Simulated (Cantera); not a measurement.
# Ignition delay

Mixture: CH4 : O2 : N2 = 1 : 0.909 : 3.42 (molar parts), equivalence ratio 2.2, at 5.00 bar, adiabatic and at constant volume. Ignition delay is the time to a rise of 400 K.

Cantera simulation using GRI-Mech 3.0 (53 species, 325 reactions); the numbers are that mechanism's predictions, not measurements.

| T0 (K) | delay (ms) |
|---|---|
| 1300 | 4.13 |
| 1375 | 1.72 |
| 1450 | 0.754 |
| 1525 | 0.345 |
| 1600 | 0.165 |
| 1675 | 0.0832 |
| 1750 | 0.0446 |

```
Item                                                     Value
--------------------------------------------------  ----------
apparent activation energy between 1600 and 1750 K  200 kJ/mol
```
